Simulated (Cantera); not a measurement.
Feed: 1 mol SiH2Cl2, 6.2 mol N2O, 0.48 mol H2, equilibrated at 0.133 bar.

Cantera equilibrium calculation (NASA polynomials, part measured and part estimated; ideal gas, pure solids and liquids). Candidate condensed phases: H2O, NH4Cl, Si, SiO2, Si2N2O, Si3N4; 47 gas species. The tables hold silica as quartz up to 1696 K and as liquid above; real silica turns to tridymite and cristobalite and melts near 1996 K. Equilibrium is a limit: real reactors are often held back by kinetics, nucleation or transport.

x: gas mole fraction; n: condensed amount in mol.

| T (K) | x N2 | x HCl | x O2 | x H2O | x Cl2 | x Cl | n SiO2(β-quartz) |
|---|---|---|---|---|---|---|---|
| 925 | 0.596 | 0.142 | 0.166 | 0.0713 | 0.0252 | 5.03e-5 | 1.00 |
| 975 | 0.594 | 0.150 | 0.168 | 0.0667 | 0.0206 | 0.000104 | 1.00 |
| 1025 | 0.593 | 0.157 | 0.169 | 0.0629 | 0.0169 | 0.000199 | 1.00 |
| 1075 | 0.592 | 0.163 | 0.171 | 0.0598 | 0.0138 | 0.000355 | 1.00 |
| 1125 | 0.591 | 0.168 | 0.172 | 0.0574 | 0.0113 | 0.000598 | 1.00 |
| 1175 | 0.591 | 0.171 | 0.172 | 0.0556 | 0.00934 | 0.000958 | 1.00 |
| 1225 | 0.590 | 0.174 | 0.173 | 0.0541 | 0.00771 | 0.00147 | 1.00 |
| 1275 | 0.590 | 0.175 | 0.173 | 0.0531 | 0.00638 | 0.00216 | 1.00 |
| 1325 | 0.589 | 0.176 | 0.173 | 0.0525 | 0.00530 | 0.00308 | 1.00 |
| 1375 | 0.589 | 0.177 | 0.173 | 0.0521 | 0.00440 | 0.00424 | 1.00 |
| 1425 | 0.588 | 0.177 | 0.173 | 0.0521 | (withheld) | (withheld) | 1.00 |
| 1475 | 0.588 | 0.176 | 0.173 | 0.0523 | (withheld) | (withheld) | 1.00 |
| 1525 | 0.587 | 0.175 | 0.172 | 0.0527 | 0.00253 | 0.00950 | 1.00 |
| 1575 | 0.586 | 0.173 | 0.171 | 0.0534 | 0.00211 | 0.0119 | 1.00 |

Fill in the missing entries.


- 1425, x Cl2: 0.00366
- 1425, x Cl: 0.00569
- 1475, x Cl2: 0.00305
- 1475, x Cl: 0.00744
